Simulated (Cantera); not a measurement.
**S + O2 + H2 (abatement and gas-phase synthesis)**

Charge: 1 mol S, 0.15 mol O2, 0.42 mol H2.

Method: chemical equilibrium by Gibbs-energy minimisation in Cantera with the NASA 1993 tables (ideal gas, pure condensed phases). Candidate condensed phases: H2O, H2SO4, S; 19 gas species. Each liquid is taken as pure. The ideal-gas law is rough above about 30 bar. The numbers say what is thermodynamically allowed, not how fast it happens.

### Question
Map the stable condensed phases over T = 327, 377, 427, 477, 527, 577, 627, 677, 727, 777, 827, 877, 927 °C and P in Pa = 10, 65, 420, 2700, 17000, 110000, 720000, 4700000, 30000000.

### Answer
```
T in °C \ P in Pa
               10       65      420     2700    17000   110000   720000  4700000 30000000
    927         A        A        A        A        A        A        A        A        B
    877         A        A        A        A        A        A        A        A        B
    827         A        A        A        A        A        A        A        A        B
    777         A        A        A        A        A        A        A        B        B
    727         A        A        A        A        A        A        A        B        B
    677         A        A        A        A        A        A        A        B        B
    627         A        A        A        A        A        A        A        B        B
    577         A        A        A        A        A        A        B        B        B
    527         A        A        A        A        A        A        B        B        B
    477         A        A        A        A        A        A        B        B        B
    427         A        A        A        A        A        A        B        B        B
    377         A        A        A        A        A        B        B        B        B
    327         A        A        A        A        A        B        B        B        C
```
A: gas only; B: S; C: H2O + S.
